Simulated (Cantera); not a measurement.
Feed: 1 mol CH₃SiH₃, 610 mol H₂, at 1998.15 K and 100000 Pa.

Equilibrium computed with Cantera from the NASA thermochemical tables; the gas is ideal and each condensed phase is pure. Candidate condensed phases: C, C₆H₆, C₇H₈, C₈H₁₈, Si, SiC; 87 gas species. The feed counts by its element totals alone. Gases not in the tables: Si₂H₆ and higher silanes. Kinetics and transport are ignored.

Base state: H₂ 0.998, H 0.00160, CH₄ 5.30e-5, SiH₂ 4.58e-5, Si 1.86e-5, SiH 1.27e-5, C₂H₂ (acetylene) 1.18e-5 (mole fractions); condensed: SiC(s).

Q: What changes in the equilibrium state with this change: CH₃SiH₃ replaced by Si(CH₃)₄?

A: 
```
species            before     after
----------------  -------  --------
H₂                  0.998     0.997
H                 0.00160   0.00160
C₂H₂ (acetylene)  1.18e-5  0.000757
CH₄               5.30e-5  0.000424
SiH₂              4.58e-5   5.71e-6
SiH               1.27e-5   1.58e-6
Si                1.86e-5   2.32e-6
CH₃               1.69e-6   1.35e-5
SiC(s), mol         0.952     0.994
C(graphite), mol        0      1.80
```
